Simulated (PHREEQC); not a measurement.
0.3 g of hydrous ferric oxide (600 m²/g; 0.2 weak and 0.005 strong sites per Fe, Dzombak-Morel constants, diffuse double layer) in 1 kg of water with 0.01 mol/kgw of an inert sodium salt and 0.00013 mol NaF, at 25 °C; the pH is set by adding NaOH or the inert anion's acid. O2 is buffered at 0.21 atm. The system is closed to CO2. No solid was allowed to form.

The series has 13 steps of pH, from 4 to 12.

Computed with PHREEQC (ion-association model, wateq4f.dat).

**Question.** Near which pH is half of the F sorbed, and on which side is more sorbed?

**Answer.** Near pH 6.0, with more sorbed at lower pH.
